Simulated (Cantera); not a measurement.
Input: 1 mol Si, 3.9 mol SF₆, 5.9 mol N₂, held at 1475 K and 2.00 Pa.

Equilibrium computed with Cantera from the NASA thermochemical tables; the gas is ideal and each condensed phase is pure. Candidate condensed phases: S, Si, Si₃N₄; 29 gas species. The tables' values for SF₃, S₂F₂ (SSF₂) are old estimates; treat these amounts as uncertain. Equilibrium is a limit: real reactors are often held back by kinetics, nucleation or transport.

Base state: F 0.518, N₂ 0.264, SF₂ 0.166, SiF₄ 0.0447, SF₃ 0.00356, SF 0.00211, SF₄ 0.000805, S₂F₂ (SSF₂) 0.000738 (mole fractions); condensed: gas only.

Q: What changes in the equilibrium state with this change: pressure from 2.00 Pa to 1330 Pa?

A: 
| species | before | after |
|---|---|---|
| N₂ | 0.264 | 0.438 |
| SF₄ | 0.000805 | 0.240 |
| F | 0.518 | 0.199 |
| SF₆ | 2.26e-9 | 0.0442 |
| SF₂ | 0.166 | 0.000757 |
| SiF₄ | 0.0447 | 0.0742 |
| S₂F₂ (SSF₂) | 0.000738 | <1e-9 |
| S₂ | 7.90e-5 | <1e-9 |
| SF₅ | 5.42e-9 | 0.000414 |
The tables' values for SF₃, SF₅ are old estimates; treat these amounts as uncertain.

Q: What changes in the equilibrium state with this change: temperature from 1475 K to 1673 K?

A: 
```csv
species,before,after
F,0.518,0.638
N₂,0.264,0.221
S₂,7.90e-5,0.0409
SF₂,0.166,0.0351
S,6.02e-5,0.0112
SF,0.00211,0.0162
SiF₄,0.0447,0.0374
SF₄,0.000805,6.37e-7
SF₃,0.00356,6.02e-5
S₂F₂ (SSF₂),0.000738,0.000740
```
The tables' values for S₂F₂ (SSF₂), SF₃ are old estimates; treat these amounts as uncertain.
